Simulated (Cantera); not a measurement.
Input (Python, Cantera) and output of one run.

```python
import numpy as np
import cantera as ct

gas_names = """
    CL CL2 H HCL H2 Si SiCL SiCL2 SiCL3 SiCL4 SiH SiHCL3 SiH2 SiH2CL2 SiH3 SiH3CL SiH4 Si2 Si3
""".split()
cond_names = """
    Si(cr) Si(L)
""".split()


# ... load() reads the species with a 1 bar reference pressure and builds the phases ...
atoms = {
    'SiCl4': {'Si': 1, 'CL': 4},
    'H2': {'H': 2},
}
top_T = {}  # K; cautious upper limits of use, not melting points


# ... equilibrate(T, P, feed) seeds the gas with the atoms and calls Mixture.equilibrate('TP', solver="vcs", rtol=1e-11, max_steps=5000) ...
results = []
feed = {'SiCl4': 1, 'H2': 5.7}  # mol
P = 25000  # Pa
for T in [573, 623, 673, 723, 773, 823, 873, 923, 973, 1023, 1073, 1123, 1173, 1223]:
    mix = equilibrate(T, P, feed)
    results.append((T, P, feed, dict(zip(mix.species_names, mix.species_moles))))

top = {s: max(r[3][s] / sum(r[3][g] for g in gas_names) for r in results) for s in gas_names}
cols = sorted((s for s in top if top[s] > 1e-06), key=lambda s: -top[s])[:6]
seen = [c for c in cond_names if any(r[3].get(c, 0) > 1e-12 for r in results)]
print("log10 of partial pressures in bar; condensed amounts in mol")
print(f"{'T/K':>10s}" + "".join(f"{s[:9]:>10s}" for s in cols + seen))
for T, P, feed, n in results:
    ng = sum(n[g] for g in gas_names)
    print(f"{T:10.4g}" + "".join(f"{np.log10(max(n[s] / ng * P / 1e5, 1e-99)):10.3f}" for s in cols)
          + "".join(f"{n.get(c, 0):10.4g}" for c in seen))
```

Result:

```
log10 of partial pressures in bar; condensed amounts in mol
       T/K        H2     SiCL4       HCL    SiHCL3     SiCL2     SiCL3
       573    -0.673    -1.432    -3.478    -3.478   -13.373    -9.080
       623    -0.673    -1.435    -3.221    -3.222   -11.656    -8.038
       673    -0.674    -1.440    -3.005    -3.007   -10.197    -7.153
       723    -0.675    -1.446    -2.822    -2.824    -8.943    -6.393
       773    -0.677    -1.454    -2.664    -2.668    -7.853    -5.734
       823    -0.678    -1.464    -2.527    -2.534    -6.900    -5.158
       873    -0.680    -1.476    -2.407    -2.419    -6.059    -4.652
       923    -0.683    -1.490    -2.301    -2.320    -5.314    -4.204
       973    -0.685    -1.506    -2.205    -2.236    -4.653    -3.808
      1023    -0.688    -1.525    -2.117    -2.169    -4.068    -3.459
      1073    -0.692    -1.547    -2.030    -2.120    -3.557    -3.154
      1123    -0.696    -1.573    -1.941    -2.094    -3.122    -2.895
      1173    -0.701    -1.607    -1.846    -2.095    -2.764    -2.682
      1223    -0.709    -1.651    -1.746    -2.124    -2.477    -2.515
```

Method: chemical equilibrium by Gibbs-energy minimisation in Cantera with the NASA 1993 tables (ideal gas, pure condensed phases). The tables' values for SiCl3 are old estimates; treat these amounts as uncertain.
